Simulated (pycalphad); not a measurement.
CALPHAD calculation (pycalphad, COST 507 light-alloy database (1999)), 1 atm. The data set is of 1999 and partly superseded. Amounts are mole fractions of atoms.

### Question
Give the equilibrium state of Si-0.4253Ti (wt.%) at 1277 °C.

### Answer
diamond (Si), fraction 0.993, with <0.01 Ti wt.%; SI2TI, fraction 0.007, with 46.0 Ti wt.%.

### Question
Give the equilibrium state of Si-0.4253Ti (wt.%) at 1352 °C.

### Answer
```
T = 1625.00 K, P = 101325 Pa, N = 1 mol of atoms
G = -64907 J/mol, H = 34490 J/mol, S = 61.17 J/(mol K)  (SER reference)
chemical potentials (J/mol): Si -64412, Ti -262288
phase             fraction      x(Si)      x(Ti)
DIAMOND_A4          0.9852     1.0000   3.34e-11
LIQUID              0.0148     0.8309     0.1691
```

Database names, with the compositions (at.%) that they take in these runs: SI2TI: Si 67 Ti 33. DIAMOND_A4 is diamond (Si).
